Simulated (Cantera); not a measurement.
Input (Python, Cantera) and output of one run.

```python
import numpy as np
import cantera as ct

gas_names = [...]  # 110 gases of nasa_gas.yaml made of C, H, O
cond_names = """
    C(gr) C6H6(L) C7H8(L) C8H18(L),n-octa H2O(s) H2O(L)
""".split()


# ... load() reads the species with a 1 bar reference pressure and builds the phases ...
atoms = {
    'C': {'C': 1},
    'H2O': {'H': 2, 'O': 1},
    'H2': {'H': 2},
}
top_T = {'C(gr)': 4500}  # K; cautious upper limits of use, not melting points


# ... equilibrate(T, P, feed) seeds the gas with the atoms and calls Mixture.equilibrate('TP', solver="vcs", rtol=1e-11, max_steps=5000) ...
results = []
feed = {'C': 1, 'H2O': 0.28, 'H2': 25}  # mol
T = 2800  # K
P = 19000  # Pa
mix = equilibrate(T, P, feed)
results.append((T, P, feed, dict(zip(mix.species_names, mix.species_moles))))
print(gas.report(threshold=0.0001))
for i in range(1, mix.n_phases):
    print(f"{mix.phase(i).name:16s} {mix.phase_moles(i):12.5e} mol")
```

It prints:

```
       temperature   2800 K
          pressure   19000 Pa
           density   0.0019716 kg/m^3
  mean mol. weight   2.4158 kg/kmol
   phase of matter   gas

                          1 kg             1 kmol
                     ---------------   ---------------
          enthalpy        4.8228e+07        1.1651e+08  J
   internal energy        3.8591e+07        9.3228e+07  J
           entropy             88991        2.1498e+05  J/K
    Gibbs function       -2.0095e+08       -4.8545e+08  J
 heat capacity c_p             14287             34514  J/K
 heat capacity c_v             10845             26200  J/K

                      mass frac. Y      mole frac. X     chem. pot. / RT
                     ---------------   ---------------   ---------------
                CO           0.11627          0.010028           -39.911
               C2H         0.0033474        0.00032308            -19.09
    C2H2,acetylene           0.13216          0.012262           -30.329
                 H           0.07042           0.16877           -11.239
                H2           0.67459           0.80837           -22.478
     [ +105 minor]         0.0032113        0.00024251

C(gr)             0.00000e+00 mol
```

Method: chemical equilibrium by Gibbs-energy minimisation in Cantera with the NASA 1993 tables (ideal gas, pure condensed phases).
